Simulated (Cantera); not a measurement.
# Equilibrium for carbothermic reduction: Fe₂O₃ + CH₄ + H₂

Feed: 1 mol Fe₂O₃, 2.4 mol CH₄, 0.37 mol H₂, at 910 Pa.

Method: chemical equilibrium by Gibbs-energy minimisation in Cantera with the NASA 1993 tables (ideal gas, pure condensed phases). Candidate condensed phases: C, C₆H₆, C₇H₈, C₈H₁₈, Fe, Fe(CO)₅, FeO, Fe(OH)₂, Fe(OH)₃, Fe₂O₃, Fe₃O₄, H₂O; 114 gas species. Rates play no part.

| T (K) | log p H₂ | log p CO | log p Fe | log p H₂O | log p H | log p CO₂ | n Fe(δ) | n Fe(l) |
|---|---|---|---|---|---|---|---|---|
| 1700 | -2.25 | -2.55 | -5.20 | -3.20 | -4.96 | -4.04 | 1.99 | 0 |
| 1750 | -2.26 | -2.55 | -4.86 | -3.20 | -4.76 | -4.06 | 1.99 | 0 |
| 1800 | -2.26 | -2.55 | -4.53 | -3.20 | -4.57 | -4.08 | 1.98 | 0 |
| 1850 | -2.26 | -2.56 | -4.23 | -3.20 | -4.40 | -4.10 | 0 | 1.95 |
| 1900 | -2.26 | -2.56 | -3.95 | -3.20 | -4.23 | -4.12 | 0 | 1.91 |
| 1950 | -2.27 | -2.56 | -3.69 | -3.20 | -4.08 | -4.14 | 0 | 1.82 |
| 2000 | -2.28 | -2.57 | -3.44 | -3.21 | -3.93 | -4.16 | 0 | 1.68 |
| 2050 | -2.30 | -2.59 | -3.20 | -3.22 | -3.79 | -4.19 | 0 | 1.43 |
| 2100 | -2.32 | -2.61 | -2.98 | -3.25 | -3.67 | -4.23 | 0 | 0.986 |
| 2150 | -2.37 | -2.65 | -2.76 | -3.29 | -3.56 | -4.28 | 0 | 0.175 |
| 2200 | -2.38 | -2.66 | -2.73 | -3.30 | -3.44 | -4.30 | 0 | 0 |
| 2250 | -2.39 | -2.66 | -2.73 | -3.31 | -3.33 | -4.32 | 0 | 0 |
| 2300 | -2.40 | -2.67 | -2.74 | -3.32 | -3.22 | -4.33 | 0 | 0 |
log p: log10 of the partial pressure in bar; n: condensed amount in mol.

From 1700 K to 1800 K the condensed part is Fe(δ). From 1850 K to 2150 K the condensed part is Fe(l). From 2200 K to 2300 K nothing is condensed. The main Fe-bearing gas is Fe throughout.
